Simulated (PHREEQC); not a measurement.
1 kg of water holding 0.51 mol KCl, 0.012 mol MgCl2, 0.14 mol NaCl and 0.049 mol MgSO4 is evaporated at 20 °C; the solids stay in contact with the brine. CO2 from the air is kept out. The run lets Arcanite, Bischofite, Bloedite, Brucite, Carnallite, Epsomite, Glaserite, Halite, Hexahydrite, Kainite, Kieserite, Leonite, Mirabilite, Misenite, Schoenite, Sylvite, Thenardite, MgCl2_4H2O precipitate or redissolve, and no other solid.

Base run: PHREEQC, Pitzer model, pitzer.dat. Each further column changes one thing. The table gives water activity.

```tsv
H2O removed (mol)	base	temperature from 20 to 75 °C
0	0.978	0.978
18.01	0.967	0.967
34.69	0.939	0.939
43.95	0.887	0.886
47.7	0.830	0.825
50.23	0.802	0.739
52.58	0.748	0.695
53.88	0.677	0.645
54.41	0.663	0.625
```

 Constants without temperature data keep their 25 °C values here.
